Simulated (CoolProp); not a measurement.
The fluid at 303.78 K and 12.5 MPa flows at 0.17 m/s in a round tube of 25 mm bore and 0.25 µm roughness, fully developed (64/Re and Nu = 3.66 if laminar; Colebrook and Gnielinski if turbulent). The same conditions are run with several fluids, on thermodynamics alone (safety and materials aside).

Values from CoolProp's reference Helmholtz-energy equation of state of each fluid (R152A: Outcalt 1996; R245fa: Akasaka 2015; R22: Kamei 1995; R141b: Lemmon 2006; C3F8 (R218): Lemmon 2006).

```csv
fluid,Reynolds number,Darcy friction factor,pressure drop (Pa/m),heat-transfer coefficient (W/(m² K)),mass flow (kg/h)
R152A,21500,0.0254,13.6,469,278
R245fa,…,0.0287,…,365,408
R22,…,0.0226,16.0,495,…
R141b,12100,0.0294,21.2,…,375
C3F8 (R218),…,…,20.0,…,429
```

**Question.** Some entries are withheld; supply them.

**Answer.** 
- R245fa, Reynolds number: 13200
- R245fa, pressure drop (Pa/m): 22.6
- R22, Reynolds number: 35800
- R22, mass flow (kg/h): 369
- R141b, heat-transfer coefficient (W/(m² K)): 317
- C3F8 (R218), Reynolds number: 26500
- C3F8 (R218), Darcy friction factor: 0.0242
- C3F8 (R218), heat-transfer coefficient (W/(m² K)): 337

Transport values come from each fluid's own correlations; those of R152A, R245fa, R22, R141b, C3F8 (R218) are estimates that may be off by 10 % or more.
